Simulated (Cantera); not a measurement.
Charge: 1 mol Si2H6, 0.4 mol CO2, 34 mol N2, at 1827 °C and 0.285 Torr.

These are equilibrium values from Cantera (NASA tables, ideal gas, pure condensed phases), not measurements of a reactor. Candidate condensed phases: C, C6H6, C7H8, C8H18, H2O, Si, SiC, SiO2, Si2N2O, Si3N4; 151 gas species. The feed counts by its element totals alone. The tables' values for SiN are old estimates; treat these amounts as uncertain. Rates play no part.

Base state: N2 0.847, H2 0.0558, Si 0.0393, H 0.0377, SiO 0.0101, CO 0.00984, SiN 0.000146, SiH 9.80e-5 (mole fractions); condensed: gas only.

Task: What changes in the equilibrium state with this change: pressure from 0.285 Torr to 10.0 Torr?

Result: 
```
species       before     after
-----------  -------  --------
N2             0.847     0.886
H2            0.0558    0.0742
SiO           0.0101    0.0137
H             0.0377   0.00735
Si            0.0393    0.0100
Si3          1.31e-6   2.66e-5
Si2N         1.96e-5  0.000271
SiH2         1.14e-6   1.35e-5
Si(l), mol         0     0.919
SiC(s), mol        0    0.0914
```
Mutual solubility and eutectic melting of coexisting phases are not modelled. Gases not in the tables: Si2H6 and higher silanes.
